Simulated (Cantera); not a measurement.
Cantera run, input and output.

```python
import numpy as np
import cantera as ct

gas = ct.Solution("gri30.yaml")
gas.TPX = 1498, 1800000, {'CH4': 1, 'CO': 0.42, 'O2': 5.26, 'N2': 19.8}
reactor = ct.IdealGasReactor(gas, energy="on", clone=False)
net = ct.ReactorNet([reactor])
net.rtol, net.atol = 1e-08, 1e-16
show = ['CH4', 'CO', 'O2', 'C2H6', 'CH3', 'C2H', 'NO2']
times = np.geomspace(3e-06, 0.5, 13)

steps = ct.SolutionArray(gas, extra=["t"])
rows = []
print(f"{'t/s':>10s}{'T/K':>9s}{'P/Pa':>11s}" + "".join(f"{s:>11s}" for s in show))
for t in times:
    while net.time < t:
        t_next = net.step()
        steps.append(gas.state, t=t_next)
    rows.append([np.interp(t, steps.t, y) for y in (steps.T, steps.P, *steps(*show).X.T)])
    print(f"{t:10.3e}{rows[-1][0]:9.1f}{rows[-1][1]:11.4g}" + "".join(f"{x:11.3e}" for x in rows[-1][2:]))
rate = np.gradient(steps.T, steps.t)
print("integrator steps:", len(steps.t))
if steps.T.max() > steps.T[0] + 200:
    print(f"time of steepest temperature rise: {steps.t[rate.argmax()]:.4e} s")
gas.TPX = 1498, 1800000, {'CH4': 1, 'CO': 0.42, 'O2': 5.26, 'N2': 19.8}
gas.equilibrate("UV")
print(f"equilibrium (UV): T = {gas.T:.1f} K  " + "  ".join(f"{s} {gas[s].X[0]:.3e}" for s in show))
```

Output:

```
       t/s      T/K       P/Pa        CH4         CO         O2       C2H6        CH3        C2H        NO2
 3.000e-06   1498.0    1.8e+06  3.776e-02  1.586e-02  1.986e-01  1.098e-08  3.966e-06  1.772e-22  4.465e-18
 8.171e-06   1498.0    1.8e+06  3.774e-02  1.586e-02  1.986e-01  4.326e-07  1.596e-05  6.970e-20  1.339e-16
 2.226e-05   1498.9  1.801e+06  3.756e-02  1.585e-02  1.985e-01  2.169e-05  6.707e-05  8.818e-17  7.927e-15
 6.062e-05   1519.5  1.826e+06  3.490e-02  1.616e-02  1.964e-01  4.470e-04  2.032e-04  5.549e-13  2.196e-12
 1.651e-04   2587.8  3.095e+06  1.714e-18  1.617e-03  1.139e-01  1.229e-33  1.062e-17  6.279e-24  4.309e-06
 4.497e-04   2578.7  3.084e+06  1.464e-18  1.563e-03  1.121e-01  2.853e-34  8.904e-18  2.815e-24  1.692e-05
 1.225e-03   2563.4  3.065e+06  1.229e-18  1.475e-03  1.090e-01  2.077e-34  7.247e-18  1.945e-24  3.783e-05
 3.336e-03   2551.2   3.05e+06  1.065e-18  1.408e-03  1.065e-01  1.599e-34  6.116e-18  1.438e-24  5.444e-05
 9.086e-03   2549.0  3.047e+06  1.037e-18  1.396e-03  1.061e-01  1.526e-34  5.933e-18  1.363e-24  5.735e-05
 2.475e-02   2549.0  3.047e+06  1.037e-18  1.396e-03  1.061e-01  1.525e-34  5.932e-18  1.363e-24  5.737e-05
 6.740e-02   2549.0  3.047e+06  1.037e-18  1.396e-03  1.061e-01  1.525e-34  5.932e-18  1.363e-24  5.737e-05
 1.836e-01   2549.0  3.047e+06  1.037e-18  1.396e-03  1.061e-01  1.525e-34  5.932e-18  1.363e-24  5.737e-05
 5.000e-01   2549.0  3.047e+06  1.037e-18  1.396e-03  1.061e-01  1.525e-34  5.932e-18  1.363e-24  5.737e-05
integrator steps: 1872
time of steepest temperature rise: 8.3253e-05 s
equilibrium (UV): T = 2549.0 K  CH4 1.512e-18  CO 1.396e-03  O2 1.061e-01  C2H6 2.632e-34  CH3 8.644e-18  C2H 1.515e-24  NO2 5.737e-05
```

Detailed kinetics in Cantera: GRI-Mech 3.0 (53 species, 325 reactions). The pressure lies above the range GRI-Mech 3.0 was tuned for (to about 10 atm).
